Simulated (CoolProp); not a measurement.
Properties of propylene along the isotherm 575 K.

Computed with CoolProp (reference Helmholtz-energy equation of state, Lemmon 2013).

| p (MPa) | phase | density (kg/m³) | isothermal compressibility (1/MPa) | viscosity (µPa s) |
|---|---|---|---|---|
| 0.036 | gas | 0.3170 | 27.79 | 15.9 |
| 0.064 | gas | 0.5639 | 15.64 | 15.9 |
| 0.114 | gas | 1.005 | 8.788 | 15.9 |
| 0.203 | gas | 1.792 | 4.942 | 16.0 |
| 0.36 | gas | 3.186 | 2.793 | 16.0 |
| 0.64 | gas | 5.690 | 1.578 | 16.1 |
| 1.14 | gas | 10.21 | 0.8925 | 16.2 |
| 2.03 | gas | 18.43 | 0.5076 | 16.6 |
| 3.6 | gas | 33.45 | 0.2920 | 17.3 |
| 6.4 | supercritical | 61.74 | 0.1688 | 18.9 |
| 11.4 | supercritical | 115.7 | 0.09492 | 22.4 |

Viscosity comes from a separate model (Huber 2003), an estimate that may be off by 10 % or more.
